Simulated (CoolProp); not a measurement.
Computed with CoolProp (reference Helmholtz-energy equation of state, Polt 1992). This equation is an older, rougher fit.

Q: For propyne, give the phase and the density (kg/m³), cv (kJ/(kg K)), Joule-Thomson coefficient (K/MPa), fugacity coefficient at 94.35 °C and 625 kPa.

A: 
- 94.35 °C and 625 kPa: gas; density 8.66, cv 1.55, Joule-Thomson coefficient 12.5, fugacity coefficient 0.949
